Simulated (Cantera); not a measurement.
A diamond (100) surface in a fixed gas of H2 with x(CH4) = 0.017, x(H) = 0.0044, at 1125 K, 0.110 bar; coverages are run to steady state.

Cantera simulation using the Harris–Goodwin 1993 mechanism for the reconstructed diamond (100) surface; the numbers are that mechanism's predictions, not measurements.

θ: site fractions in the mechanism's names (c6HH fully hydrogenated, c6H* and c6*H radical sites, c6** diradical, c6HM methylated).

```csv
x(CH3),growth (µm/h),θ c6HH,θ c6H*,θ c6*H,θ c6**,θ c6HM
1e-06,0.0721,0.494,0.0305,0.455,0.0205,5.70e-5
2.1e-06,0.151,0.494,0.0305,0.455,0.0205,0.000120
4.5e-06,0.324,0.494,0.0305,0.454,0.0205,0.000257
9.7e-06,?,0.494,0.0304,0.454,0.0204,?
2.1e-05,?,0.494,0.0304,0.454,0.0204,?
4.4e-05,3.15,0.493,0.0304,0.453,0.0203,0.00250
9.4e-05,6.70,0.491,0.0302,0.451,0.0202,0.00531
0.0002,14.1,0.486,0.0299,0.446,0.0199,0.0112
0.00043,29.5,0.477,0.0293,0.437,0.0192,0.0234
```

**Question.** Some entries are withheld; supply them.

**Answer.** 
- 9.7e-06, growth (µm/h): 0.698
- 9.7e-06, θ c6HM: 0.000553
- 2.1e-05, growth (µm/h): 1.51
- 2.1e-05, θ c6HM: 0.00120
